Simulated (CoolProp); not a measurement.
Values from CoolProp's reference Helmholtz-energy equation of state, Span 1996.

For carbon dioxide, give the phase and the cv (kJ/(kg K)), viscosity (µPa s), conductivity (mW/(m K)) at 497.3 K and 232 bar; 813.2 K and 114 bar; 767.3 K and 15 bar.


- 497.3 K and 232 bar: supercritical; cv 0.887, viscosity 30.6, conductivity 45.5
- 813.2 K and 114 bar: supercritical; cv 0.991, viscosity 36.4, conductivity 60.1
- 767.3 K and 15 bar: gas; cv 0.968, viscosity 34.0, conductivity 54.4

Viscosity comes from a separate model (Laesecke 2017). Thermal conductivity comes from a separate model (Huber 2016).
